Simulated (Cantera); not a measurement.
Source: NASA polynomial tables (part measured, part estimated), evaluated in Cantera. Values are per mole of reaction as written; species without (g) are pure solids or liquids, kept so even where they would boil at 1 bar.

Between 300 and 650 K, where is each reaction favourable under standard conditions?
- 5 H₂O₂(g) + P₄(g) = 5 H₂(g) + P₄O₁₀


- 5 H₂O₂(g) + P₄(g) = 5 H₂(g) + P₄O₁₀: ΔG° is -2216 kJ at 300 K and -2032 kJ at 650 K; it stays negative (K > 1). ΔH° is -2347 kJ and ΔS° -485 J/K at 650 K.
